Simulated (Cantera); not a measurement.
A Cantera script and what it prints.

```python
import numpy as np
import cantera as ct

gas_names = """
    C CN CO CO2 C2 CCN CNC C2N2 C2O C3 C3O2 C4 C4N2 C5 N NCO NO NO2 NO3 N2 N2O O O2 O3 Si SiC SiC2 SiN
    SiO SiO2 Si2 Si2C Si2N Si3
""".split()
cond_names = """
    C(gr) Si(cr) Si(L) SiC(b) SiO2(Lqz) SiO2(hqz) SiO2(L) Si2N2O(s) Si3N4(a)
""".split()


# ... load() reads the species with a 1 bar reference pressure and builds the phases ...
atoms = {
    'Si': {'Si': 1},
    'CO2': {'C': 1, 'O': 2},
    'N2': {'N': 2},
}
top_T = {'C(gr)': 4500, 'SiC(b)': 3050, 'Si2N2O(s)': 2100, 'Si3N4(a)': 2400}  # K; cautious upper limits of use, not melting points


# ... equilibrate(T, P, feed) seeds the gas with the atoms and calls Mixture.equilibrate('TP', solver="vcs", rtol=1e-11, max_steps=5000) ...
results = []
T = 1698.15  # K
P = 1333.22  # Pa
for m in [0.02, 0.032, 0.051, 0.082, 0.13, 0.21, 0.34, 0.54, 0.87, 1.4]:
    feed = {'Si': 1, 'CO2': m, 'N2': 430}  # mol
    mix = equilibrate(T, P, feed)
    results.append((T, P, feed, dict(zip(mix.species_names, mix.species_moles))))

top = {s: max(r[3][s] / sum(r[3][g] for g in gas_names) for r in results) for s in gas_names}
cols = sorted((s for s in top if top[s] > 0.0001), key=lambda s: -top[s])[:9]
seen = [c for c in cond_names if any(r[3].get(c, 0) > 1e-12 for r in results)]
print("log10 of partial pressures in bar; condensed amounts in mol")
print(f"{'n(CO2)':>10s}" + "".join(f"{s[:9]:>10s}" for s in cols + seen))
for T, P, feed, n in results:
    ng = sum(n[g] for g in gas_names)
    print(f"{feed['CO2']:10.4g}" + "".join(f"{np.log10(max(n[s] / ng * P / 1e5, 1e-99)):10.3f}" for s in cols)
          + "".join(f"{n.get(c, 0):10.4g}" for c in seen))
```

Result:

```
log10 of partial pressures in bar; condensed amounts in mol
    n(CO2)        N2        CO       SiO    SiC(b)   SiO2(L)  Si3N4(a)
      0.02    -1.875    -6.214    -6.200 0.0002737         0    0.3246
     0.032    -1.875    -6.010    -5.996 0.0004579         0    0.3205
     0.051    -1.875    -5.807    -5.794 0.0007514         0    0.3139
     0.082    -1.875    -5.601    -5.588  0.001235         0    0.3033
      0.13    -1.875    -5.401    -5.388  0.001996         0    0.2868
      0.21    -1.876    -5.193    -5.179  0.003295         0    0.2592
      0.34    -1.876    -4.984    -4.970  0.005492         0    0.2144
      0.54    -1.876    -4.784    -4.770  0.009075         0    0.1454
      0.87    -1.877    -4.579    -4.563   0.01553         0   0.03107
       1.4    -1.877    -4.366    -4.728         0    0.3942         0
```

These are equilibrium values from Cantera (NASA tables, ideal gas, pure condensed phases), not measurements of a reactor. Mutual solubility and eutectic melting of coexisting phases are not modelled. The tables hold silica as quartz up to 1696 K and as liquid above; real silica turns to tridymite and cristobalite and melts near 1996 K.
